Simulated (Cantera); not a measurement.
Input: 1 mol B2O3, 13 mol H2, 0.23 mol N2, at 1975 K and 0.000210 bar.

Method: chemical equilibrium by Gibbs-energy minimisation in Cantera with the NASA 1993 tables (ideal gas, pure condensed phases). Equilibrium is a limit: real reactors are often held back by kinetics, nucleation or transport.

```csv
species,before,after
H2,0.782,0.843
H,0.0835,0.0867
BO,0.0317,0.0190
HBO2,0.0385,0.0190
B2O3,0.0194,0.00551
N2,0.0152,0.00721
HBO,0.0200,0.0124
B2O2,0.00144,0.000517
BO2,0.000474,0.000225
OH,7.81e-5,6.42e-5
H2O,0.00768,0.00655
```
Gas species are given as mole fractions.

Question: What was changed between the two runs?
(A) N2 from 0.23 to 200 mol
(B) H2 from 13 to 29 mol
(C) temperature from 1975 K to 800 K
(D) pressure from 0.000210 bar to 0.0133 bar

Answer: B, H2 from 13 to 29 mol
